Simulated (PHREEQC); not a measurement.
Solution (25 °C): 32 mmol/kgw KHSO4 and 2.9 mmol/kgw Al(NO3)3. Closed to the air; pH follows from the charge balance.

Equilibrium calculation in PHREEQC: ion-association model, wateq4f.dat.

Each row changes one thing in this solution. No solid was allowed to form.

| case | pH | ionic strength (mol/kgw) | K+ (mol/kgw) | SO4-2 (mol/kgw) | HSO4- (mol/kgw) | AlSO4+ (mol/kgw) | SI of AlumK (KAl(SO4)2:12H2O) | SI of Gibbsite (Al(OH)3) |
|---|---|---|---|---|---|---|---|---|
| as made | 1.79 | 0.0697 | 0.0307 | 0.0152 | 0.0126 | 0.00208 | -4.93 | -6.83 |
| temperature from 25 to 45 °C | 1.84 | 0.0648 | 0.0305 | 0.0127 | 0.0148 | 0.00212 | -5.44 | -5.64 |
| diluted 5-fold with water | 2.34 | 0.0169 | 0.00628 | 0.00444 | 0.00134 | 0.000425 | -6.59 | -5.43 |
| KHSO4 from 0.032 to 0.064 mol/kgw | 1.57 | 0.123 | 0.0603 | 0.0261 | 0.0311 | 0.00199 | -4.55 | -7.68 |
| diluted 10-fold with water | 2.60 | 0.00905 | 0.00316 | 0.00248 | 0.000455 | 0.000203 | -7.38 | -4.77 |

Complexes and solids missing from the database can't appear. At this temperature some constants are extrapolated from 25 °C, and those without enthalpy data are left unchanged.
